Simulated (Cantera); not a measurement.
An isothermal, constant-pressure homogeneous reactor starts with 13.2 % C2H6, 86.8 % N2, at 1200 K and 0.0263 atm.

Cantera simulation using GRI-Mech 3.0 (53 species, 325 reactions); the numbers are that mechanism's predictions, not measurements. GRI-Mech 3.0 stops at C3 and has no aromatics, soot or wall deposition, so with more carbon than oxygen in the feed, carbon stays in small species such as C2H2 where larger ones or solid carbon would form. Radical loss at walls, strong at low pressure, is not modelled.

One state of this run: x C2H6 = 0.107; x H = 6.64e-6; x CH4 = 0.00345; x CH3 = 0.000190; x C2H4 = 0.0193; x H2 = 0.0183. x: mole fraction; the columns are a selection and need not sum to one.

### Question
Which value of t (s) does it belong to?
A. 0.00263
B. 0.0138
C. 0.381
D. 0.0316

### Answer
D, 0.0316
